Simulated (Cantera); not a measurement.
# Moist CO burnout

An isothermal, constant-pressure homogeneous reactor starts with CO : O₂ : H₂O : N₂ = 0.0011 : 0.026 : 0.0064 : 1 (molar parts), at 1148 K and 5.20 bar.

Computed with Cantera and GRI-Mech 3.0 (53 species, 325 reactions).

```csv
t (s),x CO,x O₂,x H₂O,x H₂O₂,x NO₂
3.00e-5,0.00106,0.0252,0.00619,<1e-12,<1e-12
7.98e-5,0.00106,0.0252,0.00619,<1e-12,<1e-12
0.000212,0.00106,0.0252,0.00619,<1e-12,<1e-12
0.000564,0.00106,0.0252,0.00619,<1e-12,<1e-12
0.00150,0.00106,0.0252,0.00619,9.19e-12,<1e-12
0.00399,0.00106,0.0252,0.00619,2.01e-9,<1e-12
0.0106,0.00102,0.0251,0.00619,9.71e-8,1.22e-12
0.0282,0.000874,0.0251,0.00619,8.20e-8,2.60e-11
0.0751,0.000600,0.0249,0.00619,5.07e-8,1.83e-10
0.200,0.000267,0.0248,0.00619,1.64e-8,6.95e-10
0.531,6.19e-5,0.0247,0.00620,1.78e-9,1.32e-9
1.41,4.76e-6,0.0246,0.00620,8.06e-11,9.08e-10
3.76,1.19e-8,0.0246,0.00620,4.91e-11,4.08e-11
10.0,1.46e-11,0.0246,0.00620,3.40e-11,3.81e-11
```
x: mole fraction; the columns are a selection and need not sum to one.

Equilibrium at this temperature and pressure: CO 1.45e-11, O₂ 0.0246, H₂O 0.00620, H₂O₂ 3.27e-11, NO₂ 8.42e-7 (gas phase only).
